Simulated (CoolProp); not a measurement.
Vapour-liquid equilibrium of CH2F2 (R32) (1) + n-butane (2) at 53.35 °C; x and y are mole fractions of (1).

The numbers come from the multi-fluid Helmholtz-energy mixture model, Tillner-Roth 1997 and Bücker 2006; pair parameters Bell 2016 in CoolProp.

Question: Give the bubble pressure and the first vapour's composition at x = 0.05, 0.25, 0.65. Is there an azeotrope?

Answer: x = 0.05: 0.9610 MPa, y = 0.409; x = 0.25: 2.081 MPa, y = 0.708; x = 0.65: 2.950 MPa, y = 0.814. No azeotrope shows between x = 0.05 and 0.95.

The pair parameters rest on a limited set of measurements; away from them the model extrapolates. With so large a gap from Raoult's law the liquid may split in two, which this calculation doesn't test in full.
